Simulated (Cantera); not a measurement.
A freely propagating, adiabatic, planar premixed flame of 12.6 % CH4, 1.76 % H2, 18.6 % O2, 67.0 % N2, unburnt at 523 K and 1130 Torr; mixture-averaged transport, grid criteria slope 0.08 and curve 0.16, no radiation.

Detailed kinetics in Cantera: GRI-Mech 3.0 (53 species, 325 reactions). Burning velocities carry a grid error of a few per cent, more on coarse grids.

Q: Predict: laminar burning velocity; thermal thickness; peak x(C2H2); peak x(CH2O).

A: laminar burning velocity: 55.7 cm/s
thermal thickness: 0.368 mm
peak x(C2H2): 0.00169
peak x(CH2O): 0.00115
